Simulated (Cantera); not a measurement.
Cantera run, input and output.

```python
import numpy as np
import cantera as ct

gas = ct.Solution("SiF4_NH3_mec.yaml", "gas")
gas.TPX = 2200, 96000, {'NH3': 1, 'H2': 0.14}
reactor = ct.IdealGasConstPressureReactor(gas, energy="off", clone=False)
net = ct.ReactorNet([reactor])
net.rtol, net.atol = 1e-08, 1e-18
show = ['NH3', 'H2', 'NH2', 'N2H2', 'N']
times = np.geomspace(6e-06, 2, 9)

steps = ct.SolutionArray(gas, extra=["t"])
rows = []
print(f"{'t/s':>10s}{'T/K':>9s}{'P/Pa':>11s}" + "".join(f"{s:>11s}" for s in show))
for t in times:
    while net.time < t:
        t_next = net.step()
        steps.append(gas.state, t=t_next)
    rows.append([np.interp(t, steps.t, y) for y in (steps.T, steps.P, *steps(*show).X.T)])
    print(f"{t:10.3e}{rows[-1][0]:9.1f}{rows[-1][1]:11.4g}" + "".join(f"{x:11.3e}" for x in rows[-1][2:]))
rate = np.gradient(steps.T, steps.t)
print("integrator steps:", len(steps.t))
if steps.T.max() > steps.T[0] + 200:
    print(f"time of steepest temperature rise: {steps.t[rate.argmax()]:.4e} s")
gas.TPX = 2200, 96000, {'NH3': 1, 'H2': 0.14}
gas.equilibrate("TP")
print(f"equilibrium (TP): T = {gas.T:.1f} K  " + "  ".join(f"{s} {gas[s].X[0]:.3e}" for s in show))
```

It prints:

```
       t/s      T/K       P/Pa        NH3         H2        NH2       N2H2          N
 6.000e-06   2200.0    9.6e+04  8.761e-01  1.231e-01  7.263e-04  5.859e-07  3.292e-08
 2.941e-05   2200.0    9.6e+04  8.714e-01  1.253e-01  2.578e-03  1.302e-05  1.136e-06
 1.442e-04   2200.0    9.6e+04  8.450e-01  1.445e-01  2.879e-03  1.735e-05  1.731e-06
 7.067e-04   2200.0    9.6e+04  7.305e-01  2.286e-01  2.521e-03  1.348e-05  2.265e-06
 3.464e-03   2200.0    9.6e+04  3.963e-01  4.741e-01  1.603e-03  5.542e-06  3.105e-06
 1.698e-02   2200.0    9.6e+04  4.517e-02  7.313e-01  3.641e-04  4.271e-07  3.498e-06
 8.324e-02   2200.0    9.6e+04  3.495e-04  7.617e-01  7.139e-06  3.396e-10  4.606e-07
 4.080e-01   2200.0    9.6e+04  4.426e-05  7.619e-01  9.076e-07  7.023e-12  5.904e-08
 2.000e+00   2200.0    9.6e+04  9.160e-06  7.619e-01  1.878e-07  1.778e-12  1.222e-08
integrator steps: 1633
equilibrium (TP): T = 2200.0 K  NH3 4.581e-06  H2 7.619e-01  NH2 9.394e-08  N2H2 1.602e-12  N 6.112e-09
```

Computed with Cantera and the gas-phase N/H chemistry of the illustrative SiF4/NH3 mechanism in the Surface Chemkin manual (1991). Walls and surfaces, which speed up NH3 decomposition in real reactors, are not modelled.
